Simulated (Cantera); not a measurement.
Input (Python, Cantera) and output of one run.

```python
import numpy as np
import cantera as ct

gas_names = """
    CL CL2 H HCL H2 N NH NH2 NH3 N2 N2H2 N2H4 Si SiCL SiCL2 SiCL3 SiCL4 SiH SiHCL3 SiH2 SiH2CL2 SiH3
    SiH3CL SiH4 SiN Si2 Si2N Si3
""".split()
cond_names = """
    NH4CL(a) NH4CL(b) Si(cr) Si(L) Si3N4(a)
""".split()


# ... load() reads the species with a 1 bar reference pressure and builds the phases ...
atoms = {
    'SiH2Cl2': {'Si': 1, 'H': 2, 'CL': 2},
    'N2': {'N': 2},
}
top_T = {'Si3N4(a)': 2400}  # K; cautious upper limits of use, not melting points


# ... equilibrate(T, P, feed) seeds the gas with the atoms and calls Mixture.equilibrate('TP', solver="vcs", rtol=1e-11, max_steps=5000) ...
results = []
feed = {'SiH2Cl2': 1, 'N2': 83}  # mol
P = 12  # Pa
for T in [800, 875, 950, 1025, 1100, 1175, 1250, 1325, 1400, 1475, 1550, 1625, 1700, 1775]:
    mix = equilibrate(T, P, feed)
    results.append((T, P, feed, dict(zip(mix.species_names, mix.species_moles))))
    x = sorted(zip(gas.X, gas.species_names), reverse=True)
    print(f"T = {T:g} K  P = {P:g} Pa  gas = {mix.phase_moles(0):.4g} mol")
    print("   x: " + "  ".join(f"{s} {v:.3e}" for v, s in x if v > 1e-06))
    print("   condensed (mol): " + ("  ".join(f"{mix.phase(i).name} {mix.phase_moles(i):.4g}"
          for i in range(1, mix.n_phases) if mix.phase_moles(i) > 1e-12) or "none"))
```

Output:

```
T = 800 K  P = 12 Pa  gas = 84.3 mol
   x: N2 9.774e-01  HCL 1.920e-02  H2 2.260e-03  SiCL4 1.130e-03
   condensed (mol): Si3N4(a) 0.3016
T = 875 K  P = 12 Pa  gas = 84.31 mol
   x: N2 9.773e-01  HCL 1.970e-02  H2 2.011e-03  SiCL4 1.005e-03  SiCL3 1.262e-06
   condensed (mol): Si3N4(a) 0.3051
T = 950 K  P = 12 Pa  gas = 84.31 mol
   x: N2 9.772e-01  HCL 2.007e-02  H2 1.826e-03  SiCL4 9.064e-04  SiCL3 7.139e-06  SiCL2 1.877e-06
   condensed (mol): Si3N4(a) 0.3076
T = 1025 K  P = 12 Pa  gas = 84.31 mol
   x: N2 9.771e-01  HCL 2.033e-02  H2 1.695e-03  SiCL4 8.121e-04  SiCL3 3.072e-05  SiCL2 2.425e-05
   condensed (mol): Si3N4(a) 0.3089
T = 1100 K  P = 12 Pa  gas = 84.33 mol
   x: N2 9.770e-01  HCL 2.039e-02  H2 1.665e-03  SiCL4 6.546e-04  SiCL2 2.067e-04  SiCL3 9.861e-05  CL 1.056e-06
   condensed (mol): Si3N4(a) 0.3063
T = 1175 K  P = 12 Pa  gas = 84.39 mol
   x: N2 9.767e-01  HCL 1.975e-02  H2 1.974e-03  SiCL2 1.036e-03  SiCL4 3.278e-04  SiCL3 1.864e-04  CL 4.347e-06
   condensed (mol): Si3N4(a) 0.2897
T = 1250 K  P = 12 Pa  gas = 84.48 mol
   x: N2 9.765e-01  HCL 1.756e-02  H2 3.056e-03  SiCL2 2.668e-03  SiCL3 1.617e-04  SiCL4 7.019e-05  CL 1.198e-05  H 2.439e-06
   condensed (mol): Si3N4(a) 0.2517
T = 1325 K  P = 12 Pa  gas = 84.6 mol
   x: N2 9.764e-01  HCL 1.409e-02  H2 4.770e-03  SiCL2 4.603e-03  SiCL3 9.232e-05  CL 2.553e-05  H 1.031e-05  SiCL4 1.006e-05
   condensed (mol): Si3N4(a) 0.2006
T = 1400 K  P = 12 Pa  gas = 84.71 mol
   x: N2 9.764e-01  HCL 1.041e-02  H2 6.582e-03  SiCL2 6.504e-03  CL 4.692e-05  SiCL3 4.548e-05  H 3.602e-05  SiCL 2.344e-06  SiCL4 1.350e-06
   condensed (mol): Si3N4(a) 0.1483
T = 1475 K  P = 12 Pa  gas = 84.8 mol
   x: N2 9.763e-01  H2 8.099e-03  SiCL2 8.074e-03  HCL 7.280e-03  H 1.065e-04  CL 7.760e-05  SiCL3 2.099e-05  Si 1.878e-05  SiCL 1.508e-05
   condensed (mol): Si3N4(a) 0.1035
T = 1550 K  P = 12 Pa  gas = 85.04 mol
   x: N2 9.760e-01  SiCL2 9.144e-03  H2 9.120e-03  HCL 5.003e-03  Si 2.768e-04  H 2.746e-04  CL 1.202e-04  SiCL 7.677e-05  SiCL3 9.577e-06  Si2N 4.982e-06  SiN 3.132e-06
   condensed (mol): Si(cr) 0.1901
T = 1625 K  P = 12 Pa  gas = 85.16 mol
   x: N2 9.746e-01  SiCL2 9.083e-03  H2 9.017e-03  HCL 4.836e-03  Si 1.357e-03  H 6.116e-04  CL 2.583e-04  SiCL 2.068e-04  Si2N 1.984e-05  SiN 1.153e-05  SiCL3 6.022e-06  Si2 3.945e-06  SiH 2.813e-06
   condensed (mol): Si(cr) 0.08725
T = 1700 K  P = 12 Pa  gas = 85.36 mol
   x: N2 9.724e-01  SiCL2 8.237e-03  H2 8.153e-03  HCL 5.905e-03  Si 3.040e-03  H 1.215e-03  CL 6.839e-04  SiCL 3.532e-04  SiN 1.989e-05  Si2N 1.930e-05  Si2 7.165e-06  SiCL3 4.750e-06  SiH 4.653e-06
   condensed (mol): none
T = 1775 K  P = 12 Pa  gas = 85.58 mol
   x: N2 9.699e-01  HCL 7.623e-03  H2 6.783e-03  SiCL2 6.701e-03  Si 4.465e-03  H 2.176e-03  CL 1.879e-03  SiCL 4.556e-04  SiN 2.299e-05  Si2N 9.282e-06  Si2 6.101e-06  SiH 4.944e-06  SiCL3 3.834e-06
   condensed (mol): none
```

Equilibrium computed with Cantera from the NASA thermochemical tables; the gas is ideal and each condensed phase is pure. N2 is the only nitrogen source here; it is nearly inert below about 1500 K, so the nitride shown seldom forms there in practice. The tables' values for SiCl, SiCl3, SiN are old estimates; treat these amounts as uncertain.
